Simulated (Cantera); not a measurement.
Premixed flame

A freely propagating, adiabatic, planar premixed flame of CH4 : O2 : N2 = 1 : 2 : 5.6 (molar parts), equivalence ratio 1.0, unburnt at 600 K and 900 Torr; multicomponent transport, grid criteria slope 0.08 and curve 0.16, no radiation.

Computed with Cantera and GRI-Mech 3.0 (53 species, 325 reactions). Burning velocities carry a grid error of a few per cent, more on coarse grids.

```csv
z (mm),T (K),u (m/s),x CH4,x O2,x C2H2,x CH3,x CO2,x CH2CO
-0.649,600,1.84,0.116,0.232,<1e-8,3.08e-8,4.44e-8,<1e-8
-0.433,601,1.85,0.116,0.232,1.91e-8,4.63e-7,1.10e-6,<1e-8
-0.325,606,1.87,0.115,0.231,1.42e-7,2.51e-6,8.63e-6,4.70e-8
-0.216,655,2.04,0.112,0.226,2.15e-6,2.58e-5,0.000144,1.05e-6
-0.108,1069,3.39,0.0822,0.190,4.45e-5,0.000864,0.00327,4.10e-5
-0.0541,1525,4.91,0.0449,0.142,0.000150,0.00394,0.0102,0.000154
0,1945,6.34,0.0112,0.0851,0.000262,0.00391,0.0224,0.000179
0.0541,2128,6.95,0.00105,0.0504,6.41e-5,0.000671,0.0367,4.30e-5
0.108,2176,7.09,5.27e-5,0.0368,3.23e-6,3.96e-5,0.0486,3.50e-6
0.216,2224,7.20,1.40e-7,0.0297,<1e-8,1.17e-7,0.0615,1.54e-8
0.433,2288,7.36,<1e-8,0.0264,<1e-8,<1e-8,0.0688,<1e-8
0.865,2369,7.58,<1e-8,0.0235,<1e-8,<1e-8,0.0729,<1e-8
1.73,2455,7.81,<1e-8,0.0204,<1e-8,<1e-8,0.0771,<1e-8
```
x: mole fraction of selected species; z is measured from the peak of heat release.

The laminar burning velocity is 184 cm/s and the thermal thickness comes out as 0.216 mm. The peak x(C2H2) is 0.000268 and the peak x(CH3) comes out as 0.00494. The peak x(CH2CO) is 0.000203 and the grid points is 153.
